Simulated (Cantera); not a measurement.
Input: 1 mol B₂H₆, 69 mol H₂, 5.5 mol NH₃, held at 1330 Pa.

Cantera equilibrium calculation (NASA polynomials, part measured and part estimated; ideal gas, pure solids and liquids). Candidate condensed phases: B, BN; 15 gas species. The feed counts by its element totals alone. Mutual solubility and eutectic melting of coexisting phases are not modelled. Kinetics and transport are ignored.

Problem. Which condensed phases are stable at each of these points (T (K)): 875, 1075, 1275, 1475, 1675, 1875, 2075, 2275?

Solution. 
```
T (K)  condensed phases  B condensed (%)
-----  ----------------  ---------------
875               BN(s)            100.0
1075              BN(s)            100.0
1275              BN(s)            100.0
1475              BN(s)            100.0
1675              BN(s)            100.0
1875              BN(s)             99.8
2075       B(s) + BN(s)             97.0
2275               B(s)             90.1
```

From 875 K to 1875 K the condensed part is BN(s). At 2075 K the condensed part is B(s) + BN(s). At 2275 K the condensed part is B(s).
